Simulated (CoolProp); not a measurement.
Vapour-liquid equilibrium of propylene (1) + 1-butene (2) at 46.55 °C; x and y are mole fractions of (1).

Values from CoolProp's multi-fluid Helmholtz-energy mixture model, Lemmon 2013 and Lemmon 2005; pair parameters Bell 2016.

```tsv
x	bubble pressure, mixture model (kPa)	bubble pressure, Raoult's law (kPa)	y, mixture model	y, Raoult's law
0.05	603.7	612.7	0.129	0.156
0.125	693.5	714.9	0.285	0.333
0.2	784.9	817.0	0.408	0.467
0.275	878.1	919.2	0.508	0.570
0.35	973.1	1021	0.592	0.653
0.425	1070	1123	0.663	0.721
0.5	1169	1226	0.724	0.778
0.575	1271	1328	0.778	0.826
0.65	1375	1430	0.826	0.867
0.725	1482	1532	0.869	0.902
0.8	1592	1634	0.908	0.933
0.875	1706	1736	0.944	0.961
0.95	1825	1838	0.978	0.985
```

The largest gap from Raoult's law is -4.7 % in bubble pressure, at x = 0.425. No azeotrope shows between x = 0.05 and 0.95.

Pair parameters are fitted to limited data, so mixtures are less certain than the pure fluids.
